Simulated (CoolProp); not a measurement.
Vapour-liquid equilibrium of CHF3 (R23) (1) + propylene (2) at 0.0683 MPa; x and y are mole fractions of (1).

Values from CoolProp's multi-fluid Helmholtz-energy mixture model, Penoncello 2003 and Lemmon 2013; pair parameters Bell 2016.

```csv
x,"bubble temperature, mixture model (K)","bubble temperature, Raoult's law (K)","y, mixture model","y, Raoult's law"
0.05,204.6,213.1,0.503,0.228
0.125,195.2,208.2,(withheld),0.453
0.2,190.7,204.2,0.811,0.599
0.275,188.3,201.0,0.846,0.699
0.35,187.0,198.3,0.864,0.771
0.425,186.4,195.9,0.874,0.825
0.5,186.0,193.9,0.880,0.866
0.575,(withheld),192.0,0.884,0.899
0.65,185.6,190.4,0.888,0.925
0.725,(withheld),189.0,0.894,0.947
0.8,185.1,187.6,0.904,0.965
0.875,184.9,186.4,0.923,0.980
0.95,184.6,185.3,(withheld),0.993
```

### Question
Complete the blanks.

### Answer

- 0.125, y, mixture model: 0.733
- 0.575, bubble temperature, mixture model (K): 185.8
- 0.725, bubble temperature, mixture model (K): 185.4
- 0.95, y, mixture model: 0.958

The largest gap from Raoult's law is -13.5 K in bubble temperature, at x = 0.2. No azeotrope shows between x = 0.05 and 0.95.

Pair parameters are fitted to limited data, so mixtures are less certain than the pure fluids. With so large a gap from Raoult's law the liquid may split in two, which this calculation doesn't test in full.
